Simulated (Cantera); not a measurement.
# Reactions in the system C-O-S

Standard-state values (1 bar) from the NASA 1993 polynomials, evaluated with Cantera. Values are per mole of reaction as written; species without (g) are pure solids or liquids, kept so even where they would boil at 1 bar.

3 S2(g) + 4 COS(g) = 4 CS2(g) + 2 SO2(g)

```
T (K)  ΔH° (kJ)  ΔS° (J/K)  ΔG° (kJ)  log10 K
-----  --------  ---------  --------  -------
373        42.5     -163.0     103.3   -14.46
473        42.6     -162.8     119.6   -13.20
573        42.9     -162.2     135.8   -12.38
673        43.3     -161.5     152.0   -11.80
773        44.0     -160.6     168.1   -11.36
873        44.6     -159.8     184.1   -11.02
973        45.3     -159.0     200.1   -10.74
```

CS2(g) + CO2(g) = 2 CO(g) + 2 S

```json
[
 {"T (K)": "373", "ΔH° (kJ)": "57.8", "ΔS° (J/K)": "14.2", "ΔG° (kJ)": "52.5", "log10 K": "-7.35", "condensed phases": "S(s)"},
 {"T (K)": "473", "ΔH° (kJ)": "65.0", "ΔS° (J/K)": "32.0", "ΔG° (kJ)": "49.9", "log10 K": "-5.51", "condensed phases": "S(l)"},
 {"T (K)": "573", "ΔH° (kJ)": "69.1", "ΔS° (J/K)": "39.9", "ΔG° (kJ)": "46.2", "log10 K": "-4.22", "condensed phases": "S(l)"},
 {"T (K)": "673", "ΔH° (kJ)": "71.8", "ΔS° (J/K)": "44.3", "ΔG° (kJ)": "42.0", "log10 K": "-3.26", "condensed phases": "S(l)"},
 {"T (K)": "773", "ΔH° (kJ)": "73.5", "ΔS° (J/K)": "46.7", "ΔG° (kJ)": "37.5", "log10 K": "-2.53", "condensed phases": "S(l)"},
 {"T (K)": "873", "ΔH° (kJ)": "75.3", "ΔS° (J/K)": "48.9", "ΔG° (kJ)": "32.7", "log10 K": "-1.96", "condensed phases": "S(l)"},
 {"T (K)": "973", "ΔH° (kJ)": "77.5", "ΔS° (J/K)": "51.3", "ΔG° (kJ)": "27.7", "log10 K": "-1.49", "condensed phases": "S(l)"}
]
```
